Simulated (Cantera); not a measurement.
B₂H₆ + H₂ (boron, boron nitride and boron oxide)

Charge: 1 mol B₂H₆, 93 mol H₂, at 825 K and 10.0 mbar.

Method: chemical equilibrium by Gibbs-energy minimisation in Cantera with the NASA 1993 tables (ideal gas, pure condensed phases). Candidate condensed phases: B; 7 gas species. The feed counts by its element totals alone. Kinetics and transport are ignored.

```json
{
  "x(H₂)": "1.00",
  "n(B(s))": "2.00 mol",
  "gas_amount": "96.00 mol"
}
```
